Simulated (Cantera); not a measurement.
# Catalytic combustion on Pt

An isothermal plug-flow reactor at 948 K and 0.326 atm (inlet), inlet velocity 0.28 m/s, active area per volume 4900 1/m; feed 0.535 % CH₄, 1.24 % O₂, 98.2 % N₂.

Computed with Cantera and Deutschmann's 1995 Pt surface mechanism with GRI-Mech 3.0 gas chemistry. Catalytic surfaces can have several steady states; this one follows from the mechanism file's or the stated starting coverage. Mass transfer to the wall is taken as infinitely fast.

| z (m) | x CH₄ | x O₂ | x H₂O | x CO₂ | x CO | θ free Pt | θ O* | θ OH* |
|---|---|---|---|---|---|---|---|---|
| 0.00019 | 0.00244 | 0.00663 | 0.00581 | 0.00290 | 1.61e-6 | 0.358 | 0.640 | 0.00115 |
| 0.00037 | 0.000962 | 0.00367 | 0.00877 | 0.00438 | 6.87e-7 | 0.392 | 0.607 | 0.00143 |
| 0.00072 | 0.000103 | 0.00195 | 0.0105 | 0.00524 | 7.94e-8 | 0.424 | 0.574 | 0.00158 |
| 0.0014 | 8.74e-7 | 0.00174 | 0.0107 | 0.00535 | 6.86e-10 | 0.430 | 0.569 | 0.00160 |
| 0.0027 | 6.05e-10 | 0.00174 | 0.0107 | 0.00535 | 1.23e-12 | 0.430 | 0.569 | 0.00160 |
| 0.0052 | 4.22e-10 | 0.00174 | 0.0107 | 0.00535 | <1e-12 | 0.430 | 0.569 | 0.00160 |
| 0.01 | 3.07e-10 | 0.00174 | 0.0107 | 0.00535 | <1e-12 | 0.430 | 0.569 | 0.00160 |
| 0.019 | 1.90e-10 | 0.00174 | 0.0107 | 0.00535 | <1e-12 | 0.430 | 0.569 | 0.00160 |
x: gas mole fraction; θ: surface coverage.
